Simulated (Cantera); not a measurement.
Input: 1 mol c-C4F8, 0.049 mol HCl, 11 mol H2, held at 79.0 Pa.

Cantera equilibrium calculation (NASA polynomials, part measured and part estimated; ideal gas, pure solids and liquids). Candidate condensed phases: C, C6H6, C7H8, C8H18; 118 gas species. The feed counts by its element totals alone. The numbers say what is thermodynamically allowed, not how fast it happens.

log p: log10 of the partial pressure in bar; n: condensed amount in mol.

```json
[
 {"T (°C)": "2327", "log p H": "-3.43", "log p HF": "-3.50", "log p F": "-5.47", "log p H2": "-4.03", "log p C": "-6.20", "log p C3": "-5.65", "n C(graphite)": "3.70"},
 {"T (°C)": "2427", "log p H": "-3.38", "log p HF": "-3.54", "log p F": "-5.12", "log p H2": "-4.26", "log p C": "-5.67", "log p C3": "-5.06", "n C(graphite)": "3.04"},
 {"T (°C)": "2527", "log p H": "-3.36", "log p HF": "-3.59", "log p F": "…", "log p H2": "…", "log p C": "…", "log p C3": "-4.50", "n C(graphite)": "…"},
 {"T (°C)": "2627", "log p H": "-3.34", "log p HF": "-3.65", "log p F": "-4.48", "log p H2": "-4.80", "log p C": "-4.89", "log p C3": "-4.48", "n C(graphite)": "0"},
 {"T (°C)": "2727", "log p H": "-3.32", "log p HF": "-3.74", "log p F": "-4.22", "log p H2": "-5.04", "log p C": "-4.65", "log p C3": "-4.56", "n C(graphite)": "0"},
 {"T (°C)": "2827", "log p H": "-3.31", "log p HF": "-3.87", "log p F": "-4.04", "log p H2": "-5.28", "log p C": "-4.44", "log p C3": "-4.70", "n C(graphite)": "0"},
 {"T (°C)": "2927", "log p H": "-3.30", "log p HF": "…", "log p F": "…", "log p H2": "…", "log p C": "…", "log p C3": "…", "n C(graphite)": "0"},
 {"T (°C)": "3027", "log p H": "-3.30", "log p HF": "-4.27", "log p F": "-3.83", "log p H2": "-5.72", "log p C": "-4.16", "log p C3": "-5.23", "n C(graphite)": "0"}
]
```

**Question.** Complete the blanks.

**Answer.** 
- 2527, log p F: -4.78
- 2527, log p H2: -4.54
- 2527, log p C: -5.18
- 2527, n C(graphite): 0.625
- 2927, log p HF: -4.05
- 2927, log p F: -3.91
- 2927, log p H2: -5.50
- 2927, log p C: -4.28
- 2927, log p C3: -4.92
